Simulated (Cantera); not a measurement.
Input: 1 mol c-C4F8, 0.022 mol F2, held at 900 K and 10000 Pa.

These are equilibrium values from Cantera (NASA tables, ideal gas, pure condensed phases), not measurements of a reactor. Candidate condensed phases: C; 13 gas species. The feed counts by its element totals alone. Gases not in the tables: C2F6 and larger saturated fluorocarbons. Kinetics and transport are ignored.

Base state: CF4 1.00 (mole fractions); condensed: C(graphite).

Q: What changes in the equilibrium state with this change: c-C4F8 replaced by CH3Cl?

A: 
| species | before | after |
|---|---|---|
| HCl | 0 | 0.498 |
| H2 | 0 | 0.473 |
| HF | 0 | 0.0219 |
| CF4 | 1.00 | <1e-9 |
| CH4 | 0 | 0.00698 |
| C(graphite), mol | 1.99 | 0.986 |
Further candidate phases: C6H6, C7H8, C8H18.
